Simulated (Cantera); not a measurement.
Feed: 1 mol B₂O₃, 6.5 mol O₂, 1.7 mol H₂O, equilibrated at 973 K and 100000 Pa.

Equilibrium computed with Cantera from the NASA thermochemical tables; the gas is ideal and each condensed phase is pure. Candidate condensed phases: B, B₂O₃, B₃O₃H₃, H₂O; 23 gas species. Gases not in the tables: H₃BO₃. Rates play no part.

Question: What is the equilibrium state?

Answer: 
| Item | Value |
|---|---|
| x(O₂) | 0.794 |
| x(H₂O) | 0.203 |
| x((HBO₂)₃) | 0.00293 |
| x(HBO₂) | 6.60e-6 |
| n(B₂O₃(l)) | 0.964 mol |
| gas amount | 8.188 mol |
| log10 activity of B(s) (absent) | -27.43 |
| log10 activity of B₃O₃H₃(s) (absent) | -49.89 |
